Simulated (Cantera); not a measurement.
Charge: 1 mol Si3N4, 0.056 mol Si, 0.92 mol H2, equilibrated at 2200 °C and 89.0 Pa.

Method: chemical equilibrium by Gibbs-energy minimisation in Cantera with the NASA 1993 tables (ideal gas, pure condensed phases). Candidate condensed phases: Si, Si3N4; 18 gas species. The tables' values for SiN are old estimates; treat these amounts as uncertain. Kinetics and transport are ignored.

### Question
What is the equilibrium state?

### Answer
- x(Si) = 0.464
- x(N2) = 0.306
- x(H) = 0.173
- x(H2) = 0.0538
- x(Si2) = 0.00127
- x(SiH) = 0.000883
- x(SiN) = 0.000803
- x(Si2N) = 7.72e-5
- x(Si3) = 2.36e-5
- gas amount = 6.527 mol
- log10 activity of Si(l) (absent) = -0.97
